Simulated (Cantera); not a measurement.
Cantera run:

```python
import numpy as np
import cantera as ct

gas_names = """
    H H2 N NH NH2 NH3 N2 N2H2 N2H4 V VN
""".split()
cond_names = """
    V(cr) V(L) VN(s)
""".split()


# ... load() reads the species with a 1 bar reference pressure and builds the phases ...
atoms = {
    'V': {'V': 1},
    'NH3': {'N': 1, 'H': 3},
    'H2': {'H': 2},
}
top_T = {'VN(s)': 2300}  # K; cautious upper limits of use, not melting points


# ... equilibrate(T, P, feed) seeds the gas with the atoms and calls Mixture.equilibrate('TP', solver="vcs", rtol=1e-11, max_steps=5000) ...
results = []
feed = {'V': 1, 'NH3': 0.6, 'H2': 2}  # mol
P = 0.1  # Pa
for T in [1273, 1373, 1473, 1573, 1673, 1773, 1873, 1973]:
    mix = equilibrate(T, P, feed)
    results.append((T, P, feed, dict(zip(mix.species_names, mix.species_moles))))
    x = sorted(zip(gas.X, gas.species_names), reverse=True)
    print(f"T = {T:g} K  P = {P:g} Pa  gas = {mix.phase_moles(0):.4g} mol")
    print("   x: " + "  ".join(f"{s} {v:.3e}" for v, s in x if v > 0.001))
    print("   condensed (mol): " + ("  ".join(f"{mix.phase(i).name} {mix.phase_moles(i):.4g}"
          for i in range(1, mix.n_phases) if mix.phase_moles(i) > 1e-12) or "none"))
```

It prints:

```
T = 1273 K  P = 0.1 Pa  gas = 2.904 mol
   x: H2 9.982e-01  N2 1.111e-03
   condensed (mol): V(cr) 0.4065  VN(s) 0.5935
T = 1373 K  P = 0.1 Pa  gas = 2.965 mol
   x: H2 9.764e-01  N2 2.032e-02  H 3.290e-03
   condensed (mol): V(cr) 0.5205  VN(s) 0.4795
T = 1473 K  P = 0.1 Pa  gas = 3.219 mol
   x: H2 8.948e-01  N2 9.319e-02  H 1.197e-02
   condensed (mol): V(cr) 0.9999
T = 1573 K  P = 0.1 Pa  gas = 3.264 mol
   x: H2 8.696e-01  N2 9.192e-02  H 3.791e-02
   condensed (mol): V(cr) 0.9981
T = 1673 K  P = 0.1 Pa  gas = 3.394 mol
   x: H2 8.035e-01  H 1.021e-01  N2 8.840e-02  V 6.037e-03
   condensed (mol): V(cr) 0.9795
T = 1773 K  P = 0.1 Pa  gas = 3.816 mol
   x: H2 6.456e-01  H 2.286e-01  N2 7.861e-02  V 4.720e-02
   condensed (mol): V(cr) 0.8199
T = 1873 K  P = 0.1 Pa  gas = 5.212 mol
   x: H 3.884e-01  H2 3.622e-01  V 1.919e-01  N2 5.756e-02
   condensed (mol): none
T = 1973 K  P = 0.1 Pa  gas = 5.959 mol
   x: H 5.904e-01  H2 1.915e-01  V 1.678e-01  N2 5.034e-02
   condensed (mol): none
```

Method: chemical equilibrium by Gibbs-energy minimisation in Cantera with the NASA 1993 tables (ideal gas, pure condensed phases). Mutual solubility and eutectic melting of coexisting phases are not modelled. VN: taken at fixed stoichiometry. Condensed phases not in the tables: V2N, N, O or C dissolved in the metal.
